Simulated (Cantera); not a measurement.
A freely propagating, adiabatic, planar premixed flame of CH₄ : CO : O₂ : N₂ = 1 : 0.58 : 2.52 : 6.54 (molar parts), unburnt at 373 K and 0.296 atm; unity-Lewis-number transport, grid criteria slope 0.08 and curve 0.16, no radiation.

Computed with Cantera and GRI-Mech 3.0 (53 species, 325 reactions). Unity Lewis numbers drop preferential diffusion, which matters most where H2 and H carry the flame. Burning velocities carry a grid error of a few per cent, more on coarse grids.

x: mole fraction of selected species; z is measured from the peak of heat release.

```tsv
z (mm)	T (K)	u (m/s)	x CH₄	x CO	x O₂	x CH₂CO	x C₂H₂	x C₂H₆
-2.66	373	0.875	0.0940	0.0545	0.237	<1e-8	<1e-8	4.41e-8
-1.77	374	0.877	0.0939	0.0545	0.237	1.75e-8	<1e-8	7.36e-7
-1.33	377	0.885	0.0938	0.0546	0.236	1.08e-7	___	4.55e-6
-0.887	412	0.967	0.0917	0.0554	0.233	1.04e-6	___	4.34e-5
-0.443	771	1.82	0.0697	0.0637	0.199	1.16e-5	___	0.000418
-0.222	1219	2.92	0.0386	0.0754	0.151	2.94e-5	___	0.000465
0	1666	4.05	0.00800	0.0845	0.0938	3.28e-5	___	4.13e-5
0.222	1827	4.46	0.000439	0.0758	0.0647	5.52e-6	___	1.58e-7
0.443	1869	4.56	1.40e-5	0.0646	0.0561	3.11e-7	___	<1e-8
0.887	1924	4.67	2.73e-8	0.0539	0.0509	<1e-8	<1e-8	<1e-8
1.77	1999	4.83	<1e-8	0.0486	0.0478	<1e-8	<1e-8	<1e-8
3.55	2094	5.02	<1e-8	0.0453	0.0452	<1e-8	<1e-8	<1e-8
7.10	2203	5.23	<1e-8	0.0404	0.0419	<1e-8	<1e-8	<1e-8
```

Q: Some entries are withheld; supply them.

A: 
- -1.33, x C₂H₂: 6.13e-8
- -0.887, x C₂H₂: 5.87e-7
- -0.443, x C₂H₂: 6.38e-6
- -0.222, x C₂H₂: 1.52e-5
- 0, x C₂H₂: 2.23e-5
- 0.222, x C₂H₂: 3.00e-6
- 0.443, x C₂H₂: 8.49e-8
